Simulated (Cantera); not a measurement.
Charge: 1 mol TEOS, 0.43 mol H₂O, 10 mol H₂, held at 850 K and 90.0 Torr.

These are equilibrium values from Cantera (NASA tables, ideal gas, pure condensed phases), not measurements of a reactor. Candidate condensed phases: C, C₆H₆, C₇H₈, C₈H₁₈, H₂O, Si, SiC, SiO₂; 123 gas species. The feed counts by its element totals alone. Kinetics and transport are ignored.

Base state: H₂ 0.839, CO 0.0583, CH₄ 0.0526, H₂O 0.0414, CO₂ 0.00878 (mole fractions); condensed: C(graphite) + SiO₂(β-quartz).

Q: What changes in the equilibrium state with this change: pressure from 90.0 Torr to 7.50 Torr?

A: 
```tsv
species	before	after
H₂	0.839	0.889
CO	0.0583	0.0975
H₂O	0.0414	0.00612
CH₄	0.0526	0.00492
CO₂	0.00878	0.00205
C(graphite), mol	5.52	5.64
SiO₂(β-quartz), mol	1.00	1.00
```

Q: What changes in the equilibrium state with this change: pressure from 90.0 Torr to 22.5 Torr?

A: 
| species | before | after |
|---|---|---|
| H₂ | 0.839 | 0.880 |
| CO | 0.0583 | 0.0849 |
| H₂O | 0.0414 | 0.0158 |
| CH₄ | 0.0526 | 0.0145 |
| CO₂ | 0.00878 | 0.00466 |
| C(graphite), mol | 5.52 | 5.70 |
| SiO₂(β-quartz), mol | 1.00 | 1.00 |
